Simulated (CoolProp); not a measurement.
Properties of benzene along the isotherm 586.9 K (Tc = 562.0 K, pc = 4906 kPa, ω = 0.211).

Computed with CoolProp (reference Helmholtz-energy equation of state, Thol 2012).

| p (kPa) | phase | Z | Joule-Thomson coefficient (K/MPa) | expansivity (1/kK) | viscosity (µPa s) | Prandtl number |
|---|---|---|---|---|---|---|
| 4910 | supercritical | 0.5987 | 11.55 | 9.452 | 17.6 | 1.02 |
| 9810 | supercritical | 0.3262 | 1.640 | 5.838 | 57.6 | 2.47 |
| 14700 | supercritical | 0.4350 | 0.5890 | 3.177 | 71.3 | 2.45 |
| 19600 | supercritical | 0.5465 | 0.2629 | 2.371 | 80.7 | ___ |
| 24500 | supercritical | 0.6562 | 0.09969 | 1.961 | 88.4 | 2.51 |
| 29400 | supercritical | 0.7636 | ___ | 1.705 | 95.1 | 2.54 |
| 34300 | supercritical | 0.8690 | -0.06632 | 1.528 | 101 | 2.57 |
| 39300 | supercritical | 0.9746 | -0.1155 | 1.393 | 107 | 2.60 |
| 44200 | supercritical | 1.076 | -0.1518 | 1.290 | ___ | 2.63 |
| 49100 | supercritical | 1.177 | ___ | 1.207 | 118 | 2.66 |

Complete the blanks.


- 19600, Prandtl number: 2.48
- 29400, Joule-Thomson coefficient (K/MPa): 0.0005834
- 44200, viscosity (µPa s): 113
- 49100, Joule-Thomson coefficient (K/MPa): -0.1803

Viscosity comes from a separate model (Avgeri 2014). Thermal conductivity comes from a separate model (Assael 2012).
